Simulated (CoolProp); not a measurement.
A single-stage vapour-compression cycle with the fluid: evaporating at 329.15 K (dew point), condensing at 372.15 K (bubble point), superheat 5 K, subcooling 2 K, compressor efficiency 0.6, no pressure losses. The same conditions are run with several fluids, on thermodynamics alone (safety and materials aside).

Model: reference Helmholtz-energy equation of state of each fluid (vinyl chloride: Thol 2022; the fluoroketone C6F12O (FK-5-1-12): McLinden 2015; cis-2-butene: Lemmon 2005; cyclohexane: Zhou 2014; R245fa: Akasaka 2015; isohexane: Lemmon 2006), in CoolProp.

**Question.** Rank vinyl chloride, the fluoroketone C6F12O (FK-5-1-12), cis-2-butene, cyclohexane, R245fa, isohexane by cooling COP, highest first.

**Answer.** cyclohexane (3.99), isohexane (3.73), vinyl chloride (3.71), cis-2-butene (3.67), R245fa (3.51), the fluoroketone C6F12O (FK-5-1-12) (2.89)

```
fluid                                pressure ratio  discharge temperature (K)  refrigerating effect (kJ/kg)  volumetric capacity (kJ/m³)
-----------------------------------  --------------  -------------------------  ----------------------------  ---------------------------
vinyl chloride                                 2.50                      408.7                           227                         5310
the fluoroketone C6F12O (FK-5-1-12)            3.40                      372.1                          43.0                          675
cis-2-butene                                   2.66                      387.7                           261                         3110
cyclohexane                                    3.77                      383.3                           294                          409
R245fa                                         3.00                      380.1                           116                         2580
isohexane                                      3.40                      372.2                           233                          666
```

The compression ends wet for: the fluoroketone C6F12O (FK-5-1-12); isohexane.
